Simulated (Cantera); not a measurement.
Input: 1 mol HgO, a varied amount of N₂, equilibrated at 1073.15 K and 0.000290 bar.

Equilibrium computed with Cantera from the NASA thermochemical tables; the gas is ideal and each condensed phase is pure. Candidate condensed phases: Hg, HgO; 10 gas species. Kinetics and transport are ignored.

### Question
At 18 mol N₂, list the 4 most abundant gas species with their mole fractions, and the condensed phases.

### Answer
N₂ 0.923, Hg 0.0513, O₂ 0.0256, NO 2.50e-5. Condensed: gas only.
